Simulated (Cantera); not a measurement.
Mixture: 5.38 % CH4, 19.9 % O2, 74.7 % N2, at 5.10 bar, adiabatic and at constant volume. Ignition delay is the time to a rise of 400 K.

Model: GRI-Mech 3.0 (53 species, 325 reactions), integrated in Cantera.

### Question
Predict: delay at 1300 K; delay at 1400 K; delay at 1500 K; delay at 1600 K; delay at 1700 K; apparent activation energy between 1600 and 1700 K.

### Answer
```
Item                                                    Result
--------------------------------------------------  ----------
delay at 1300 K                                        2.04 ms
delay at 1400 K                                       0.672 ms
delay at 1500 K                                       0.248 ms
delay at 1600 K                                       0.103 ms
delay at 1700 K                                        47.8 µs
apparent activation energy between 1600 and 1700 K  170 kJ/mol
```
